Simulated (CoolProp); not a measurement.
Properties of water along the isobar 24.3 MPa (Tc = 373.9 °C, pc = 22.06 MPa, ω = 0.344).

The numbers come from the reference Helmholtz-energy equation of state, Wagner 2002 in CoolProp.

```
T (°C)          phase  conductivity (mW/(m K))  Prandtl number  fugacity coefficient
------  -------------  -----------------------  --------------  --------------------
356.45         liquid                      471            1.15                0.5256
397.55  supercritical                      159            2.28                0.6763
438.55  supercritical                      108            1.44                0.7490
479.65  supercritical                     99.6            1.21                0.8000
520.65  supercritical                     98.3            1.10                0.8383
561.75  supercritical                     99.9            1.03                0.8681
602.85  supercritical                      103           0.982                0.8918
643.85  supercritical                      107           0.947                0.9108
```

Viscosity comes from a separate model (Huber 2009). Thermal conductivity comes from a separate model (Huber 2012).
